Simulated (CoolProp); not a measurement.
Vapour-liquid equilibrium of R22 (1) + R11 (2) at 0.133 MPa; x and y are mole fractions of (1).

Values from CoolProp's multi-fluid Helmholtz-energy mixture model, Kamei 1995 and Jacobsen 1992; pair parameters Bell 2016.

```
x      bubble temperature (K)  y at the bubble point  dew temperature at overall composition x (K)  liquid density (mol/L)
-----  ----------------------  ---------------------  --------------------------------------------  ----------------------
0.05                    289.3                  0.439                                         303.3                   11.03
0.125                   274.8                  0.703                                             ?                   11.51
0.2                     266.0                  0.811                                         298.5                   11.90
0.275                   260.1                  0.866                                         295.9                   12.26
0.35                    255.9                  0.899                                         293.0                       ?
0.425                   252.7                      ?                                         289.9                   12.96
0.5                     250.1                  0.936                                         286.5                   13.31
0.575                   247.9                  0.949                                             ?                   13.68
0.65                    246.0                  0.960                                             ?                   14.06
0.725                   244.2                  0.969                                         273.2                   14.45
0.8                     242.6                  0.978                                         267.0                   14.86
0.875                   241.0                  0.986                                         259.0                   15.30
0.95                    239.4                  0.994                                         247.8                   15.77
```

Q: What belongs in the gaps?

A: 
- 0.125, dew temperature at overall composition x (K): 301.0
- 0.35, liquid density (mol/L): 12.61
- 0.425, y at the bubble point: 0.920
- 0.575, dew temperature at overall composition x (K): 282.6
- 0.65, dew temperature at overall composition x (K): 278.3

No azeotrope shows between x = 0.05 and 0.95.

The pair parameters rest on a limited set of measurements; away from them the model extrapolates.
